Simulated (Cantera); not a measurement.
A perfectly stirred reactor is fed with 0.274 % CO, 1.37 % O2, 0.441 % H2O, 97.9 % N2, equivalence ratio 0.10, at 345 Torr; it is held at 1025 K, and followed from long to short residence time.

Detailed kinetics in Cantera: GRI-Mech 3.0 (53 species, 325 reactions).

x: mole fraction; the columns are a selection and need not sum to one.

```tsv
τ (s)	x CO	x O2	x H2O	x O	x NO
1.1	0.000450	0.0126	0.00441	5.51e-6	4.38e-9
0.40	0.000807	0.0127	0.00440	1.00e-5	2.86e-9
0.14	…	0.0130	0.00439	…	…
0.049	0.00196	0.0133	0.00439	2.29e-5	1.06e-9
0.017	0.00245	0.0136	0.00439	2.31e-5	3.23e-10
0.0060	0.00270	0.0137	0.00440	1.00e-5	1.56e-11
0.0021	0.00274	0.0137	0.00441	9.56e-11	<1e-12
0.00074	0.00274	0.0137	0.00441	2.46e-11	<1e-12
0.00026	0.00274	0.0137	0.00441	8.36e-12	<1e-12
```

Q: Complete the blanks.

A: 
- 0.14, x CO: 0.00135
- 0.14, x O: 1.67e-5
- 0.14, x NO: 1.90e-9
